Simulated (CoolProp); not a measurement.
The fluid at 298.15 K and 4.04 MPa is throttled through a valve to 0.803 MPa with no heat exchange. The same conditions are run with several fluids, on thermodynamics alone (safety and materials aside).

The numbers come from the reference Helmholtz-energy equation of state of each fluid (ethylene: Smukala 2000; oxygen: Schmidt 1985; fluorine: de Reuck 1990; methane: Setzmann 1991) in CoolProp.

Rank ethylene, oxygen, fluorine, methane by temperature change (K), highest first.

fluorine (-6.1), oxygen (-8.5), methane (-14.4), ethylene (-43.3)

```csv
fluid,final density (kg/m³)
ethylene,11.5
oxygen,10.7
fluorine,12.6
methane,5.55
```
